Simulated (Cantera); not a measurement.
## Equilibrium for aluminium and copper etching: Cu + F₂ + H₂

A closed system holds: 1 mol Cu, 1.2 mol F₂, a varied amount of H₂, equilibrated at 1523.15 K and 0.290 bar.

Method: chemical equilibrium by Gibbs-energy minimisation in Cantera with the NASA 1993 tables (ideal gas, pure condensed phases). Candidate condensed phases: Cu, CuF₂; 15 gas species. Kinetics and transport are ignored.

```csv
n(H₂) (mol),x H₂,x HF,x CuF,x Cu,n Cu(l)
1.7,0.172,0.827,6.30e-5,4.16e-5,1.000
2.2,0.294,0.706,4.11e-5,4.16e-5,1.000
2.9,0.415,0.585,2.87e-5,4.16e-5,1.000
3.8,0.520,0.480,2.10e-5,4.16e-5,1.000
4.9,0.607,0.393,1.60e-5,4.16e-5,1.000
6.3,0.680,0.320,1.23e-5,4.16e-5,1.000
8.2,0.745,0.255,9.35e-6,4.16e-5,1.000
11,0.803,0.197,6.94e-6,4.16e-5,0.999
14,0.842,0.158,5.44e-6,4.16e-5,0.999
18,0.875,0.125,4.22e-6,4.16e-5,0.999
23,0.901,0.0992,3.30e-6,4.16e-5,0.999
```
x: gas mole fraction; n: condensed amount in mol.

From 1.7 mol H₂ to 23 mol H₂ the condensed part is Cu(l). The main Cu-bearing gas is CuF at 1.7 mol H₂ and Cu at 23 mol H₂.
